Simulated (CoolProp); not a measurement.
Vapour-liquid equilibrium of n-butane (1) + acetone (2) at 1.19 bar; x and y are mole fractions of (1).

Computed with CoolProp (multi-fluid Helmholtz-energy mixture model, Bücker 2006 and Lemmon 2006; pair parameters Bell 2016).

Question: Give the bubble temperature and the first vapour's composition at x = 0.65, 0.8, 0.95. Is there an azeotrope?

Answer: x = 0.65: 279.7 K, y = 0.914; x = 0.8: 278.8 K, y = 0.927; x = 0.95: 277.4 K, y = 0.970. No azeotrope shows between x = 0.05 and 0.95.

The pair parameters rest on a limited set of measurements; away from them the model extrapolates. With so large a gap from Raoult's law the liquid may split in two, which this calculation doesn't test in full.
